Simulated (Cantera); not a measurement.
Cantera run, input and output.

```python
import numpy as np
import cantera as ct

gas = ct.Solution("gri30.yaml")
gas.TPX = 525, 101325, {'CH4': 1, 'CO': 1.2, 'O2': 2.36, 'N2': 8.04}
flame = ct.FreeFlame(gas, width=0.04)
flame.set_refine_criteria(ratio=3, slope=0.08, curve=0.16)
flame.transport_model = "unity-Lewis-number"
flame.solve(loglevel=0, auto=True)
z, T = flame.grid, flame.T
thick = (T[-1] - T[0]) / np.gradient(T, z).max()
show = ['CH4', 'CO', 'O2', 'H', 'CH3', 'CH2O']
print(f"laminar burning velocity  {flame.velocity[0] * 100:.3f} cm/s")
print(f"burnt temperature         {T[-1]:.1f} K")
print(f"thermal thickness         {thick * 1e3:.4f} mm")
print(f"grid points               {len(z)}")
z0 = z[flame.heat_release_rate.argmax()]
print(f"{'z/mm':>9s}{'T/K':>9s}{'u/(m/s)':>9s}" + "".join(f"{s:>11s}" for s in show))
rows = []
for k in (-3, -2, -1.5, -1, -0.5, -0.25, 0, 0.25, 0.5, 1, 2, 4, 8):
    zz = z0 + k * thick
    rows.append([k * thick, np.interp(zz, z, T), np.interp(zz, z, flame.velocity),
                 *(np.interp(zz, z, flame.X[gas.species_index(s)]) for s in show)])
    print(f"{rows[-1][0] * 1e3:9.3f}{rows[-1][1]:9.1f}{rows[-1][2]:9.3f}" + "".join(f"{x:11.3e}" for x in rows[-1][3:]))
```

It prints:

```
laminar burning velocity  99.883 cm/s
burnt temperature         2447.7 K
thermal thickness         0.3290 mm
grid points               145
     z/mm      T/K  u/(m/s)        CH4         CO         O2          H        CH3       CH2O
   -0.987    525.1    0.999  7.936e-02  9.524e-02  1.873e-01  2.223e-13  8.418e-09  2.260e-07
   -0.658    526.4    1.002  7.929e-02  9.525e-02  1.872e-01  1.992e-11  9.000e-08  2.369e-06
   -0.493    532.6    1.013  7.895e-02  9.531e-02  1.866e-01  6.547e-10  5.242e-07  1.264e-05
   -0.329    576.0    1.097  7.657e-02  9.573e-02  1.828e-01  3.615e-08  5.104e-06  8.243e-05
   -0.164    903.1    1.728  5.762e-02  9.914e-02  1.523e-01  2.207e-05  1.913e-04  5.315e-04
   -0.082   1311.0    2.528  3.185e-02  1.037e-01  1.104e-01  5.413e-04  1.264e-03  8.246e-04
    0.000   1740.6    3.392  5.813e-03  1.049e-01  5.958e-02  6.185e-03  1.353e-03  5.004e-04
    0.082   1903.0    3.710  2.080e-04  9.183e-02  3.439e-02  1.385e-02  7.962e-05  3.838e-05
    0.164   1962.0    3.811  3.941e-06  8.050e-02  2.734e-02  1.594e-02  1.753e-06  8.666e-07
    0.329   2039.3    3.939  6.780e-09  7.169e-02  2.289e-02  1.468e-02  3.655e-09  2.109e-09
    0.658   2134.7    4.092  9.240e-14  6.655e-02  1.940e-02  1.078e-02  7.611e-14  3.340e-10
    1.316   2236.5    4.253  7.277e-16  6.142e-02  1.572e-02  6.941e-03  5.404e-15  2.731e-10
    2.632   2328.3    4.395  5.091e-16  5.561e-02  1.196e-02  4.299e-03  3.152e-15  2.221e-10
```

Cantera simulation using GRI-Mech 3.0 (53 species, 325 reactions); the numbers are that mechanism's predictions, not measurements. Unity Lewis numbers drop preferential diffusion, which matters most where H2 and H carry the flame. Burning velocities carry a grid error of a few per cent, more on coarse grids.
